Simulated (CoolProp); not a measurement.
Nitrogen along the isotherm 194.2 K: Z from the reference equation and from simpler models built on Tc = 126.2 K, pc = 3.396 MPa, ω = 0.037; each cubic takes its own stable root.

Computed with CoolProp (reference Helmholtz-energy equation of state, Span 2000).

| p (MPa) | phase | reference |
|---|---|---|
| 1.06 | gas | 0.9748 |
| 2.12 | gas | 0.9502 |
| 3.18 | gas | 0.9265 |
| 4.24 | supercritical | 0.9040 |
| 5.31 | supercritical | 0.8830 |
| 6.37 | supercritical | 0.8643 |
| 7.43 | supercritical | 0.8481 |
| 8.49 | supercritical | 0.8350 |
| 9.55 | supercritical | 0.8252 |
| 10.6 | supercritical | 0.8190 |
| 11.7 | supercritical | 0.8163 |
| 12.7 | supercritical | 0.8171 |
| 13.8 | supercritical | 0.8212 |
| 14.9 | supercritical | 0.8284 |
| 15.9 | supercritical | 0.8373 |
| 17 | supercritical | 0.8492 |

Task: How far does each simpler model (van der Waals, Soave-Redlich-Kwong) lie from the reference over these 16 states: mean and median of the absolute difference, and the worst?

Result: 
- van der Waals: mean 3.5 %, median 3.5 %, worst -6.5 % at 194.2 K and 9.55 MPa
- Soave-Redlich-Kwong: mean 2.2 %, median 2.4 %, worst +3.9 % at 194.2 K and 14.9 MPa
